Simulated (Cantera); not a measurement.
Input: 1 mol C, a varied amount of H2O, at 1 atm.

Points: T (K) = 673, 723, 773, 823, 873, 923, 973, 1023, 1073, 1123, 1173, 1223; n(H2O) (mol) = 0.4, 0.47, 0.55, 0.64, 0.75, 0.87, 1, 1.2, 1.4, 1.6, 1.9.

Cantera's Mixture.equilibrate('TP', solver="vcs", rtol=1e-11, max_steps=5000) on the NASA tables stopped like this:

```
ERROR: FAILURE its = 5001!

*******************************************************************************
CanteraError thrown by MultiPhase::equilibrate:
VCS solver failed. Return code: -1
*******************************************************************************
```

Question: What got this run through?

Answer: One answer among several that fit: The failure is numerical, not chemical. The same input converged with solver="gibbs", rtol=1e-10, max_steps=50000, and the result passed a check of the equilibrium conditions:
```
    673        0.4  C(gr)
    673       0.47  C(gr)
    673       0.55  C(gr)
    673       0.64  C(gr)
    673       0.75  C(gr)
    673       0.87  C(gr)
    673          1  C(gr)
    673        1.2  C(gr)
    673        1.4  C(gr)
    673        1.6  C(gr)
    673        1.9  C(gr)
    723        0.4  C(gr)
    723       0.47  C(gr)
    723       0.55  C(gr)
    723       0.64  C(gr)
    723       0.75  C(gr)
    723       0.87  C(gr)
    723          1  C(gr)
    723        1.2  C(gr)
    723        1.4  C(gr)
    723        1.6  C(gr)
    723        1.9  C(gr)
    773        0.4  C(gr)
    773       0.47  C(gr)
    773       0.55  C(gr)
    773       0.64  C(gr)
    773       0.75  C(gr)
    773       0.87  C(gr)
    773          1  C(gr)
    773        1.2  C(gr)
    773        1.4  C(gr)
    773        1.6  C(gr)
    773        1.9  C(gr)
    823        0.4  C(gr)
    823       0.47  C(gr)
    823       0.55  C(gr)
    823       0.64  C(gr)
    823       0.75  C(gr)
    823       0.87  C(gr)
    823          1  C(gr)
    823        1.2  C(gr)
    823        1.4  C(gr)
    823        1.6  C(gr)
    823        1.9  C(gr)
    873        0.4  C(gr)
    873       0.47  C(gr)
    873       0.55  C(gr)
    873       0.64  C(gr)
    873       0.75  C(gr)
    873       0.87  C(gr)
    873          1  C(gr)
    873        1.2  C(gr)
    873        1.4  C(gr)
    873        1.6  C(gr)
    873        1.9  gas only
    923        0.4  C(gr)
    923       0.47  C(gr)
    923       0.55  C(gr)
    923       0.64  C(gr)
    923       0.75  C(gr)
    923       0.87  C(gr)
    923          1  C(gr)
    923        1.2  C(gr)
    923        1.4  C(gr)
    923        1.6  C(gr)
    923        1.9  gas only
    973        0.4  C(gr)
    973       0.47  C(gr)
    973       0.55  C(gr)
    973       0.64  C(gr)
    973       0.75  C(gr)
    973       0.87  C(gr)
    973          1  C(gr)
    973        1.2  C(gr)
    973        1.4  gas only
    973        1.6  gas only
    973        1.9  gas only
   1023        0.4  C(gr)
   1023       0.47  C(gr)
   1023       0.55  C(gr)
   1023       0.64  C(gr)
   1023       0.75  C(gr)
   1023       0.87  C(gr)
   1023          1  C(gr)
   1023        1.2  gas only
   1023        1.4  gas only
   1023        1.6  gas only
   1023        1.9  gas only
   1073        0.4  C(gr)
   1073       0.47  C(gr)
   1073       0.55  C(gr)
   1073       0.64  C(gr)
   1073       0.75  C(gr)
   1073       0.87  C(gr)
   1073          1  C(gr)
   1073        1.2  gas only
   1073        1.4  gas only
   1073        1.6  gas only
   1073        1.9  gas only
   1123        0.4  C(gr)
   1123       0.47  C(gr)
   1123       0.55  C(gr)
   1123       0.64  C(gr)
   1123       0.75  C(gr)
   1123       0.87  C(gr)
   1123          1  C(gr)
   1123        1.2  gas only
   1123        1.4  gas only
   1123        1.6  gas only
   1123        1.9  gas only
   1173        0.4  C(gr)
   1173       0.47  C(gr)
   1173       0.55  C(gr)
   1173       0.64  C(gr)
   1173       0.75  C(gr)
   1173       0.87  C(gr)
   1173          1  C(gr)
   1173        1.2  gas only
   1173        1.4  gas only
   1173        1.6  gas only
   1173        1.9  gas only
   1223        0.4  C(gr)
   1223       0.47  C(gr)
   1223       0.55  C(gr)
   1223       0.64  C(gr)
   1223       0.75  C(gr)
   1223       0.87  C(gr)
   1223          1  C(gr)
   1223        1.2  gas only
   1223        1.4  gas only
   1223        1.6  gas only
   1223        1.9  gas only
```

The gas is ideal and each condensed phase is pure.
